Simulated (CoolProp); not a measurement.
The numbers come from the reference Helmholtz-energy equation of state, Thol 2012 in CoolProp.

**Question.** Give the vapour pressure (kPa), vapour viscosity (µPa s), liquid conductivity (mW/(m K)) of saturated benzene at 496.8 K.

**Answer.** 
| T (K) | p (kPa) | vapour viscosity (µPa s) | liquid conductivity (mW/(m K)) |
|---|---|---|---|
| 496.8 | 2070 | 12.5 | 81.7 |

Viscosity comes from a separate model (Avgeri 2014). Thermal conductivity comes from a separate model (Assael 2012).
